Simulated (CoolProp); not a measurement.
Vapour-liquid equilibrium of C2F6 (R116) (1) + propane (2) at -60.05 °C; x and y are mole fractions of (1).

Computed with CoolProp (multi-fluid Helmholtz-energy mixture model, Lemmon 2006 and Lemmon 2009; pair parameters Bell 2016).

Problem. Give the bubble pressure and the first vapour's composition at x = 0.65, 0.8, 0.95. Is there an azeotrope?

Solution. x = 0.65: 226.5 kPa, y = 0.834; x = 0.8: 235.1 kPa, y = 0.871; x = 0.95: 242.6 kPa, y = 0.956. No azeotrope shows between x = 0.05 and 0.95.

The pair parameters rest on a limited set of measurements; away from them the model extrapolates. With so large a gap from Raoult's law the liquid may split in two, which this calculation doesn't test in full.
